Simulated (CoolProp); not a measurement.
Vapour-liquid equilibrium of benzene (1) + n-decane (2) at 0.0557 MPa; x and y are mole fractions of (1).

The numbers come from the multi-fluid Helmholtz-energy mixture model, Thol 2012 and Lemmon 2006; pair parameters Bell 2016 in CoolProp.

```csv
x,"bubble temperature, mixture model (°C)","bubble temperature, Raoult's law (°C)","y, mixture model","y, Raoult's law"
0.05,137.4,136.9,0.379,0.397
0.2,106.7,108.5,0.816,0.809
0.35,89.8,92.4,0.923,0.918
0.5,79.8,81.8,0.960,0.960
0.65,73.0,74.1,0.979,0.981
0.8,67.8,68.1,0.990,0.992
0.95,63.2,63.2,0.998,0.998
```

The largest gap from Raoult's law is -2.6 K in bubble temperature, at x = 0.35. No azeotrope shows between x = 0.05 and 0.95.

The pair parameters rest on a limited set of measurements; away from them the model extrapolates. The gap from Raoult's law changes sign with composition, which may be real or a fault of the pair parameters; it wasn't checked against measurements.
